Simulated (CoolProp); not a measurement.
Vapour-liquid equilibrium of propylene (1) + R134a (2) at 227.2 K; x and y are mole fractions of (1).

Values from CoolProp's multi-fluid Helmholtz-energy mixture model, Lemmon 2013 and Tillner-Roth 1994; pair parameters Bell 2016.

Q: Give the bubble pressure and the first vapour's composition at x = 0.65, 0.8, 0.95. Is there an azeotrope?

A: x = 0.65: 1.095 bar, y = 0.782; x = 0.8: 1.121 bar, y = 0.831; x = 0.95: 1.115 bar, y = 0.936. y crosses x between x = 0.8 and 0.95: the model has an azeotrope there.

Pair parameters are fitted to limited data, so mixtures are less certain than the pure fluids. With so large a gap from Raoult's law the liquid may split in two, which this calculation doesn't test in full.
